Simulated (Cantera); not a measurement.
What does this Cantera script print?

```python
import numpy as np
import cantera as ct

gas = ct.Solution("gri30.yaml")


def delay(T, t_max=10):
    gas.TPX = T, 1000000, {'CO': 1, 'H2': 0.13, 'O2': 0.314, 'N2': 1.18}
    reactor = ct.IdealGasReactor(gas, clone=False)
    net = ct.ReactorNet([reactor])
    net.rtol, net.atol = 1e-8, 1e-16
    while net.time < t_max:
        t_old, T_old = net.time, reactor.T
        net.step()
        if reactor.T > T + 400:  # ignition: a rise of 400 K
            return t_old + (T + 400 - T_old) / (reactor.T - T_old) * (net.time - t_old)
    return np.nan


taus = []
for T in [1325, 1400, 1475, 1550, 1625]:
    taus.append(delay(T))
    print(f"T0 = {T:6g} K   tau = {taus[-1]:.4e} s")

# d ln(tau) / d ln(k), from doubling and halving each rate constant
T, sens = 1550, []
for i in range(gas.n_reactions):
    gas.set_multiplier(2.0, i)
    up = delay(T)
    gas.set_multiplier(0.5, i)
    down = delay(T)
    gas.set_multiplier(1.0, i)
    sens.append((np.log(up / down) / np.log(4.0), gas.reaction(i).equation))
sens.sort(key=lambda x: -abs(x[0]))
print(f"sensitivities at {T} K")
for s, eq in sens[:10]:
    print(f"{s:8.3f}  {eq}")
```

Output:

```
T0 =   1325 K   tau = 7.1166e-06 s
T0 =   1400 K   tau = 4.5505e-06 s
T0 =   1475 K   tau = 3.3077e-06 s
T0 =   1550 K   tau = 2.5993e-06 s
T0 =   1625 K   tau = 2.1553e-06 s
sensitivities at 1550 K
  -0.474  H + O2 <=> O + OH
  -0.265  H2 + O <=> H + OH
  -0.121  CO + OH <=> CO2 + H
  -0.064  H2 + OH <=> H + H2O
  -0.052  CO + O2 <=> CO2 + O
   0.030  H + O2 + M <=> HO2 + M
  -0.029  CO + HO2 <=> CO2 + OH
   0.025  H + O2 + N2 <=> HO2 + N2
  -0.021  H + HO2 <=> 2 OH
  -0.016  H + O2 + H2O <=> HO2 + H2O
```

Computed with Cantera and GRI-Mech 3.0 (53 species, 325 reactions). The hydrogen kinetics of GRI-Mech 3.0 are dated; newer H2 mechanisms differ, most at raised pressure. Where the delays flatten at high temperature, the 400 K rule measures the pace of heat release, not the induction time.
